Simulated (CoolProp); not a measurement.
Hydrogen chloride along the isobar 6.02 MPa: Z from the reference equation and from simpler models built on Tc = 324.7 K, pc = 8.314 MPa, ω = 0.130; each cubic takes its own stable root.

Values from CoolProp's reference Helmholtz-energy equation of state, Thol 2018.

| T (K) | phase | reference |
|---|---|---|
| 311.5 | gas | 0.5558 |
| 323.2 | gas | 0.6508 |
| 334.9 | gas | 0.7085 |
| 346.6 | gas | 0.7502 |
| 358.3 | gas | 0.7824 |
| 370 | gas | 0.8083 |
| 381.7 | gas | 0.8297 |
| 393.4 | gas | 0.8477 |
| 405.1 | gas | 0.8630 |
| 416.8 | gas | 0.8764 |
| 428.5 | gas | 0.8880 |
| 440.2 | gas | 0.8982 |
| 451.9 | gas | 0.9073 |

Q: How far does each simpler model (Pitzer virial, van der Waals, Redlich-Kwong, Soave-Redlich-Kwong) lie from the reference over these 13 states: mean and median of the absolute difference, and the worst?

A: 
- Pitzer virial: mean 6.3 %, median 3.0 %, worst +28.8 % at 311.5 K and 6.02 MPa
- van der Waals: mean 3.5 %, median 0.9 %, worst +20.1 % at 311.5 K and 6.02 MPa
- Redlich-Kwong: mean 1.9 %, median 0.7 %, worst +10.4 % at 311.5 K and 6.02 MPa
- Soave-Redlich-Kwong: mean 2.8 %, median 2.0 %, worst +9.0 % at 311.5 K and 6.02 MPa
